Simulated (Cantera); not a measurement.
Charge: 1 mol Ti, 10 mol H2, equilibrated at 0.000150 bar.

Method: chemical equilibrium by Gibbs-energy minimisation in Cantera with the NASA 1993 tables (ideal gas, pure condensed phases). Candidate condensed phases: Ti; 3 gas species. Rates play no part.

Question: Which condensed phases are stable at each of these points (T (°C)): 925, 1025, 1125, 1225, 1325, 1425, 1525, 1625, 1725, 1825, 1925?

Answer: 
```
T (°C)  condensed phases  Ti condensed (%)
------  ----------------  ----------------
925                Ti(β)             100.0
1025               Ti(β)             100.0
1125               Ti(β)             100.0
1225               Ti(β)             100.0
1325               Ti(β)              99.9
1425               Ti(β)              99.5
1525               Ti(β)              96.8
1625               Ti(β)              83.5
1725               Ti(l)              26.4
1825            gas only               0.0
1925            gas only               0.0
```

From 925 °C to 1625 °C the condensed part is Ti(β). At 1725 °C the condensed part is Ti(l). From 1825 °C to 1925 °C nothing is condensed.
